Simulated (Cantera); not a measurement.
Charge: 1 mol CH₂F₂, 0.037 mol H₂, held at 100 Torr.

Equilibrium computed with Cantera from the NASA thermochemical tables; the gas is ideal and each condensed phase is pure. Candidate condensed phases: C, C₆H₆, C₇H₈, C₈H₁₈; 95 gas species. Equilibrium is a limit: real reactors are often held back by kinetics, nucleation or transport. All values below are at 1277 °C.

Base state: HF 0.982, H₂ 0.0182, H 1.16e-5 (mole fractions); condensed: C(graphite).

What changes in the equilibrium state with this change: CH₂F₂ replaced by CH₃F?


```
species            before    after
----------------  -------  -------
H₂                 0.0182    0.509
HF                  0.982    0.491
CH₄               8.94e-8  7.02e-5
H                 1.16e-5  6.15e-5
C(graphite), mol    1.000    1.000
```
